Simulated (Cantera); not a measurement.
Cantera run:

```python
import numpy as np
import cantera as ct

gas_names = """
    Cu CuF CuF2 CuO Cu2 F FO FO2 F2 F2O H HF HOF HO2 H2 H2F2 H2O H2O2 H3F3 H4F4 H5F5 H6F6 H7F7 O OH O2
    O3
""".split()
cond_names = """
    Cu(cr) Cu(L) CuF2(s) CuF2(L) CuO(s) CuO2H2(s) Cu2O(s) Cu2O(L) H2O(s) H2O(L)
""".split()


# ... load() reads the species with a 1 bar reference pressure and builds the phases ...
atoms = {
    'CuO': {'Cu': 1, 'O': 1},
    'F2': {'F': 2},
    'H2': {'H': 2},
}
top_T = {'CuO(s)': 1390}  # K; cautious upper limits of use, not melting points


# ... equilibrate(T, P, feed) seeds the gas with the atoms and calls Mixture.equilibrate('TP', solver="vcs", rtol=1e-11, max_steps=5000) ...
results = []
feed = {'CuO': 1, 'F2': 2.3, 'H2': 2}  # mol
P = 13332.2  # Pa
for T in [1175, 1225, 1275, 1325, 1375, 1425, 1475, 1525, 1575, 1625, 1675, 1725, 1775, 1825]:
    mix = equilibrate(T, P, feed)
    results.append((T, P, feed, dict(zip(mix.species_names, mix.species_moles))))
    x = sorted(zip(gas.X, gas.species_names), reverse=True)
    print(f"T = {T:g} K  P = {P:g} Pa  gas = {mix.phase_moles(0):.4g} mol")
    print("   x: " + "  ".join(f"{s} {v:.3e}" for v, s in x if v > 0.0001))
    print("   condensed (mol): " + ("  ".join(f"{mix.phase(i).name} {mix.phase_moles(i):.4g}"
          for i in range(1, mix.n_phases) if mix.phase_moles(i) > 1e-12) or "none"))
```

It prints:

```
T = 1175 K  P = 13332.2 Pa  gas = 4.355 mol
   x: HF 9.180e-01  O2 7.474e-02  CuF2 5.651e-03  CuF 1.347e-03  H2O 2.498e-04
   condensed (mol): CuF2(L) 0.2735  Cu2O(s) 0.348
T = 1225 K  P = 13332.2 Pa  gas = 4.398 mol
   x: HF 9.091e-01  O2 7.434e-02  CuF2 1.249e-02  CuF 3.885e-03  H2O 1.755e-04
   condensed (mol): CuF2(L) 0.2373  Cu2O(s) 0.3453
T = 1275 K  P = 13332.2 Pa  gas = 4.492 mol
   x: HF 8.903e-01  O2 7.361e-02  CuF2 2.574e-02  CuF 1.026e-02  H2O 1.244e-04
   condensed (mol): CuF2(L) 0.1619  Cu2O(s) 0.3382
T = 1325 K  P = 13332.2 Pa  gas = 4.69 mol
   x: HF 8.526e-01  O2 7.240e-02  CuF2 4.984e-02  CuF 2.505e-02
   condensed (mol): CuF2(L) 0.007886  Cu2O(s) 0.3204
T = 1375 K  P = 13332.2 Pa  gas = 4.741 mol
   x: HF 8.433e-01  O2 7.343e-02  CuF2 4.374e-02  CuF 3.934e-02  H2O 1.384e-04
   condensed (mol): Cu2O(s) 0.303
T = 1425 K  P = 13332.2 Pa  gas = 4.794 mol
   x: HF 8.339e-01  O2 7.479e-02  CuF 5.645e-02  CuF2 3.459e-02  H2O 2.393e-04
   condensed (mol): Cu2O(s) 0.2818
T = 1475 K  P = 13332.2 Pa  gas = 4.851 mol
   x: HF 8.237e-01  O2 7.622e-02  CuF 7.472e-02  CuF2 2.492e-02  H2O 4.419e-04
   condensed (mol): Cu2O(s) 0.2583
T = 1525 K  P = 13332.2 Pa  gas = 4.904 mol
   x: HF 8.140e-01  CuF 9.119e-02  O2 7.746e-02  CuF2 1.644e-02  H2O 8.599e-04
   condensed (mol): Cu2O(L) 0.236
T = 1575 K  P = 13332.2 Pa  gas = 4.943 mol
   x: HF 8.060e-01  CuF 1.034e-01  O2 7.828e-02  CuF2 1.058e-02  H2O 1.577e-03
   condensed (mol): Cu2O(L) 0.2181
T = 1625 K  P = 13332.2 Pa  gas = 4.975 mol
   x: HF 7.982e-01  CuF 1.132e-01  O2 7.877e-02  CuF2 6.631e-03  H2O 2.925e-03  Cu 2.021e-04
   condensed (mol): Cu2O(L) 0.2014
T = 1675 K  P = 13332.2 Pa  gas = 5.003 mol
   x: HF 7.888e-01  CuF 1.221e-01  O2 7.897e-02  H2O 5.277e-03  CuF2 4.201e-03  Cu 4.622e-04
   condensed (mol): Cu2O(L) 0.1828
T = 1725 K  P = 13332.2 Pa  gas = 5.035 mol
   x: HF 7.763e-01  CuF 1.318e-01  O2 7.893e-02  H2O 8.993e-03  CuF2 2.762e-03  Cu 1.006e-03  OH 1.670e-04
   condensed (mol): Cu2O(L) 0.1587
T = 1775 K  P = 13332.2 Pa  gas = 5.075 mol
   x: HF 7.593e-01  CuF 1.432e-01  O2 7.874e-02  H2O 1.427e-02  Cu 2.093e-03  CuF2 1.907e-03  OH 2.894e-04
   condensed (mol): Cu2O(L) 0.1264
T = 1825 K  P = 13332.2 Pa  gas = 5.129 mol
   x: HF 7.373e-01  CuF 1.569e-01  O2 7.850e-02  H2O 2.109e-02  Cu 4.177e-03  CuF2 1.380e-03  OH 4.757e-04  O 1.179e-04
   condensed (mol): Cu2O(L) 0.08331
```

Method: chemical equilibrium by Gibbs-energy minimisation in Cantera with the NASA 1993 tables (ideal gas, pure condensed phases). Mutual solubility and eutectic melting of coexisting phases are not modelled.
